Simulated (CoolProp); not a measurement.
Vapour-liquid equilibrium of CHF3 (R23) (1) + R152A (2) at 223.5 K; x and y are mole fractions of (1).

Computed with CoolProp (multi-fluid Helmholtz-energy mixture model, Penoncello 2003 and Outcalt 1996; pair parameters Bell 2016).

Task: Give the bubble pressure and the first vapour's composition at x = 0.65, 0.75, 0.95. Is there an azeotrope?

Result: x = 0.65: 0.3121 MPa, y = 0.965; x = 0.75: 0.3607 MPa, y = 0.978; x = 0.95: 0.4601 MPa, y = 0.996. No azeotrope shows between x = 0.05 and 0.95.

The pair parameters rest on a limited set of measurements; away from them the model extrapolates.
